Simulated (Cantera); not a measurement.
Feed: 1 mol C₂H₄, 0.13 mol CO₂, 0.25 mol N₂, 6.9 mol H₂, held at 2275 K and 1.00 bar.

These are equilibrium values from Cantera (NASA tables, ideal gas, pure condensed phases), not measurements of a reactor. Candidate condensed phases: C, C₆H₆, C₇H₈, C₈H₁₈, H₂O; 136 gas species. Kinetics and transport are ignored.

Base state: H₂ 0.931, CO 0.0275, N₂ 0.0234, H 0.00819, HCN 0.00563, C₂H₂ (acetylene) 0.00355, HNC 0.000495, CH₄ 0.000195 (mole fractions); condensed: C(graphite).

Question: What changes in the equilibrium state with this change: temperature from 2275 K to 1748 K?

Answer: 
```csv
species,before,after
H₂,0.931,0.944
CO,0.0275,0.0276
N₂,0.0234,0.0262
H,0.00819,0.000222
HCN,0.00563,0.000744
C₂H₂ (acetylene),0.00355,0.000107
HNC,0.000495,2.50e-5
CH₃,3.24e-5,3.91e-6
"C(graphite), mol",1.74,1.85
```
